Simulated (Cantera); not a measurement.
An isothermal, constant-pressure homogeneous reactor starts with NO : N₂ = 1 : 0.38 (molar parts), at 2050 K and 27.0 Torr. Integrator tolerance rtol = 1e-08.

Cantera simulation using GRI-Mech 3.0 (53 species, 325 reactions); the numbers are that mechanism's predictions, not measurements. Radical loss at walls, strong at low pressure, is not modelled.

What does this change do: pressure from 27.0 Torr to 210 Torr?


```json
[
 {"quantity": "x(NO) at 10.0 s", "before": "0.0455 (gas-phase equilibrium 0.0102)", "after": "0.0114 (gas-phase equilibrium 0.0103)"},
 {"quantity": "x(O₂) at 10.0 s", "before": "0.338 (gas-phase equilibrium 0.355)", "after": "0.356 (gas-phase equilibrium 0.356)"},
 {"quantity": "x(O) at 10.0 s", "before": "0.00300 (gas-phase equilibrium 0.00307)", "after": "0.00110 (gas-phase equilibrium 0.00110)"},
 {"quantity": "x(N₂) at 10.0 s", "before": "0.614 (gas-phase equilibrium 0.632)", "after": "0.632 (gas-phase equilibrium 0.632)"},
 {"quantity": "x(N₂O) at 10.0 s", "before": "5.66e-7 (gas-phase equilibrium 9.74e-8)", "after": "2.81e-7 (gas-phase equilibrium 2.72e-7)"},
 {"quantity": "x(NO₂) at 10.0 s", "before": "1.73e-5 (gas-phase equilibrium 4.01e-6)", "after": "1.25e-5 (gas-phase equilibrium 1.12e-5)"}
]
```

What does this change do: pressure from 27.0 Torr to 9.75 Torr?


| quantity | before | after |
|---|---|---|
| x(NO) at 10.0 s | 0.0455 (gas-phase equilibrium 0.0102) | 0.132 (gas-phase equilibrium 0.0102) |
| x(O₂) at 10.0 s | 0.338 (gas-phase equilibrium 0.355) | 0.293 (gas-phase equilibrium 0.354) |
| x(O) at 10.0 s | 0.00300 (gas-phase equilibrium 0.00307) | 0.00468 (gas-phase equilibrium 0.00511) |
| x(N₂) at 10.0 s | 0.614 (gas-phase equilibrium 0.632) | 0.570 (gas-phase equilibrium 0.631) |
| x(N₂O) at 10.0 s | 5.66e-7 (gas-phase equilibrium 9.74e-8) | 3.29e-6 (gas-phase equilibrium 5.84e-8) |
| x(NO₂) at 10.0 s | 1.73e-5 (gas-phase equilibrium 4.01e-6) | 2.80e-5 (gas-phase equilibrium 2.40e-6) |
